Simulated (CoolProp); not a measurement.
Vapour-liquid equilibrium of n-butane (1) + R245fa (2) at 300.8 K; x and y are mole fractions of (1).

The numbers come from the multi-fluid Helmholtz-energy mixture model, Bücker 2006 and Akasaka 2015; pair parameters Bell 2016 in CoolProp.

### Question
Give the bubble pressure and the first vapour's composition at x = 0.2, 0.425, 0.95. Is there an azeotrope?

### Answer
x = 0.2: 292.2 kPa, y = 0.506; x = 0.425: 328.0 kPa, y = 0.603; x = 0.95: 292.6 kPa, y = 0.869. y crosses x between x = 0.575 and 0.65: the model has an azeotrope there.

The pair parameters rest on a limited set of measurements; away from them the model extrapolates. With so large a gap from Raoult's law the liquid may split in two, which this calculation doesn't test in full.
